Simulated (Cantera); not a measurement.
**Thermodynamics of calcination and drying, feed MgCO3 + CO2 + H2O**

Input: 1 mol MgCO3, 2.6 mol CO2, 2.1 mol H2O, equilibrated at 1 atm.

Cantera equilibrium calculation (NASA polynomials, part measured and part estimated; ideal gas, pure solids and liquids). Candidate condensed phases: C, C6H6, C7H8, C8H18, H2O, Mg, MgCO3, MgO, Mg(OH)2; 116 gas species. Kinetics and transport are ignored.

From 1323 K to 2223 K the condensed part is MgO(s).

```csv
T (K),log p CO2,log p H2O,log p CO,log p O2,n MgO(s)
1323,-0.19,-0.43,-4.48,-4.67,1.00
1473,-0.19,-0.43,-3.71,-3.94,1.00
1623,-0.19,-0.43,-3.09,-3.34,1.000
1773,-0.20,-0.43,-2.58,-2.85,1.000
1923,-0.20,-0.43,-2.16,-2.43,1.000
2073,-0.21,-0.44,-1.79,-2.08,1.000
2223,-0.23,-0.44,-1.49,-1.78,1.000
```
log p: log10 of the partial pressure in bar; n: condensed amount in mol.
